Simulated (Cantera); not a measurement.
Input: 1 mol Ta2O5, 0.69 mol CO, 6.3 mol H2, at 1125 °C and 61.5 Torr.

Method: chemical equilibrium by Gibbs-energy minimisation in Cantera with the NASA 1993 tables (ideal gas, pure condensed phases). Candidate condensed phases: C, C6H6, C7H8, C8H18, H2O, Ta, TaC, Ta2O5; 113 gas species. Mutual solubility and eutectic melting of coexisting phases are not modelled. TaC: taken at fixed stoichiometry. Condensed phases not in the tables: Ta2C. Kinetics and transport are ignored.

Base state: H2 0.901, CO 0.0984, H2O 0.00103, CO2 5.21e-5, H 1.57e-5 (mole fractions); condensed: TaC(s) + Ta2O5(s).

### Question
What changes in the equilibrium state with this change: pressure from 61.5 Torr to 3600 Torr?

### Answer
| species | before | after |
|---|---|---|
| H2 | 0.901 | 0.895 |
| CO | 0.0984 | 0.0943 |
| CH4 | 7.73e-6 | 0.00519 |
| H | 1.57e-5 | 2.05e-6 |
| H2O | 0.00103 | 0.00496 |
| TaC(s), mol | 0.00215 | 0 |
| Ta2O5(s), mol | 0.999 | 1.00 |
